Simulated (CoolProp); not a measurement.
Computed with CoolProp (reference Helmholtz-energy equation of state, Setzmann 1991).

For methane, give the phase and the cp (kJ/(kg K)) at 74.15 °C and 4270 kPa; 14.85 °C and 371 kPa; 76.25 °C and 10.7 kPa.


- 74.15 °C and 4270 kPa: gas; cp 2.54
- 14.85 °C and 371 kPa: gas; cp 2.23
- 76.25 °C and 10.7 kPa: gas; cp 2.36
